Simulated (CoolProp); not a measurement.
Properties of R11 along the isobar 0.101 MPa (Tc = 198.0 °C, pc = 4.408 MPa, ω = 0.189).

The numbers come from the reference Helmholtz-energy equation of state, Jacobsen 1992 in CoolProp.

```tsv
T (°C)	phase	density (kg/m³)	cv (kJ/(kg K))	expansivity (1/kK)
-38.95	liquid	1620	0.5726	1.323
-21.25	liquid	1581	0.5797	1.383
-3.45	liquid	1542	0.5866	1.457
14.25	liquid	1502	0.5934	1.549
31.95	gas	5.654	0.5350	3.706
49.65	gas	5.310	0.5416	3.398
67.35	gas	5.011	0.5502	3.159
85.05	gas	4.747	0.5595	2.964
102.85	gas	4.510	0.5689	2.797
120.55	gas	4.298	0.5781	2.652
138.25	gas	4.105	0.5868	2.524
155.95	gas	3.930	0.5951	2.409
173.65	gas	3.769	0.6029	2.305
191.45	gas	3.621	0.6103	2.210
209.15	gas	3.485	0.6171	2.123
226.85	gas	3.359	0.6235	2.044
```
